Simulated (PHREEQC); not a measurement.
Dissolve 0.38 mol HF, 7.9e-05 mol H2SiF6 and 0.0027 mol HBF4 per kg of water at 25 °C. Closed to the air; pH follows from the charge balance.

Equilibrium calculation in PHREEQC: ion-association model, phreeqc.dat.

Each row changes one thing in this solution. No solid was allowed to form.

```csv
case,pH,ionic strength (mol/kgw),HF (mol/kgw),HF2- (mol/kgw),F- (mol/kgw),BF3OH- (mol/kgw)
as made,1.61,0.0282,0.341,0.0143,0.0109,2.88e-6
0.12 mol/kgw H3PO4 added,1.43,___,0.351,0.0105,0.00780,2.77e-6
temperature from 25 to 65 °C,1.74,0.0207,0.351,0.0108,0.00699,6.33e-6
temperature from 25 to 85 °C,1.82,0.0171,___,0.00849,0.00563,9.64e-6
H2SiF6 replaced by KF at the same molality,1.61,0.0280,0.340,0.0143,0.0110,2.88e-6
HBF4 from 0.0027 to 0.00135 mol/kgw,1.62,0.0274,0.340,0.0146,0.0112,1.44e-6
H2SiF6 from 7.9e-05 to 7.9e-06 mol/kgw,1.61,0.0280,0.340,0.0143,0.0110,2.88e-6
HF left out,2.58,0.00286,0.00321,1.06e-5,0.000861,0.000173
HF from 0.38 to 0.418 mol/kgw,1.58,___,0.374,___,0.0113,___
```

Question: Fill in the missing entries.

Answer: 
- 0.12 mol/kgw H3PO4 added, ionic strength (mol/kgw): 0.0430
- temperature from 25 to 85 °C, HF (mol/kgw): 0.357
- HF from 0.38 to 0.418 mol/kgw, ionic strength (mol/kgw): 0.0304
- HF from 0.38 to 0.418 mol/kgw, HF2- (mol/kgw): 0.0162
- HF from 0.38 to 0.418 mol/kgw, BF3OH- (mol/kgw): 2.61e-6

Complexes and solids missing from the database can't appear. Constants without temperature data keep their 25 °C values here. SiF6-2 is the database's only silicon fluoride. Real BF4- forms and hydrolyses slowly; the run takes it at equilibrium.
